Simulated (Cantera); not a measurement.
Cantera run, input and output.

```python
import numpy as np
import cantera as ct

gas = ct.Solution("gri30.yaml")
gas.TPX = 1225, 1333, {'H2': 0.022, 'O2': 1, 'N2': 0.98}
reactor = ct.IdealGasConstPressureReactor(gas, energy="off", clone=False)
net = ct.ReactorNet([reactor])
net.rtol, net.atol = 1e-08, 1e-18
show = ['H2', 'O2', 'H', 'OH', 'NO']
times = np.geomspace(7e-05, 20, 10)

steps = ct.SolutionArray(gas, extra=["t"])
rows = []
print(f"{'t/s':>10s}{'T/K':>9s}{'P/Pa':>11s}" + "".join(f"{s:>11s}" for s in show))
for t in times:
    while net.time < t:
        t_next = net.step()
        steps.append(gas.state, t=t_next)
    rows.append([np.interp(t, steps.t, y) for y in (steps.T, steps.P, *steps(*show).X.T)])
    print(f"{t:10.3e}{rows[-1][0]:9.1f}{rows[-1][1]:11.4g}" + "".join(f"{x:11.3e}" for x in rows[-1][2:]))
rate = np.gradient(steps.T, steps.t)
print("integrator steps:", len(steps.t))
if steps.T.max() > steps.T[0] + 200:
    print(f"time of steepest temperature rise: {steps.t[rate.argmax()]:.4e} s")
gas.TPX = 1225, 1333, {'H2': 0.022, 'O2': 1, 'N2': 0.98}
gas.equilibrate("TP")
print(f"equilibrium (TP): T = {gas.T:.1f} K  " + "  ".join(f"{s} {gas[s].X[0]:.3e}" for s in show))
```

It prints:

```
       t/s      T/K       P/Pa         H2         O2          H         OH         NO
 7.000e-05   1225.0       1333  1.099e-02  4.995e-01  3.802e-10  1.892e-10  1.729e-21
 2.827e-04   1225.0       1333  1.099e-02  4.995e-01  9.652e-10  1.687e-09  9.012e-20
 1.142e-03   1225.0       1333  1.099e-02  4.995e-01  7.010e-09  2.113e-08  4.653e-18
 4.610e-03   1225.0       1333  1.093e-02  4.994e-01  7.659e-06  2.439e-05  1.381e-14
 1.862e-02   1225.0       1333  9.143e-05  4.900e-01  8.333e-04  8.817e-04  1.078e-08
 7.519e-02   1225.0       1333  6.888e-05  4.917e-01  5.456e-04  7.687e-04  4.673e-08
 3.037e-01   1225.0       1333  2.912e-05  4.946e-01  1.453e-04  5.010e-04  8.964e-08
 1.226e+00   1225.0       1333  4.680e-06  4.964e-01  9.241e-06  2.017e-04  1.050e-07
 4.952e+00   1225.0       1333  4.487e-07  4.967e-01  2.760e-07  6.280e-05  1.096e-07
 2.000e+01   1225.0       1333  4.964e-08  4.967e-01  1.025e-08  2.098e-05  1.114e-07
integrator steps: 1470
equilibrium (TP): T = 1225.0 K  H2 2.891e-09  O2 4.966e-01  H 1.461e-10  OH 5.081e-06  NO 2.881e-04
```

Computed with Cantera and GRI-Mech 3.0 (53 species, 325 reactions). Radical loss at walls, strong at low pressure, is not modelled.
